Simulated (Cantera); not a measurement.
Standard-state values (1 bar) from the NASA 1993 polynomials, evaluated with Cantera. Values are per mole of reaction as written; species without (g) are pure solids or liquids, kept so even where they would boil at 1 bar.

2 SF4(g) → S2(g) + 8 F(g)

```csv
T (K),ΔH° (kJ),ΔS° (J/K),ΔG° (kJ),log10 K
1700,?,?,?,?
1800,2298.9,925.2,633.6,-18.39
1900,2298.3,924.8,541.1,-14.88
2000,?,?,?,?
2100,2296.9,924.1,356.2,-8.86
```

Q: Complete the blanks.

A: 
- 1700, ΔH° (kJ): 2299.6
- 1700, ΔS° (J/K): 925.5
- 1700, ΔG° (kJ): 726.2
- 1700, log10 K: -22.31
- 2000, ΔH° (kJ): 2297.6
- 2000, ΔS° (J/K): 924.5
- 2000, ΔG° (kJ): 448.7
- 2000, log10 K: -11.72
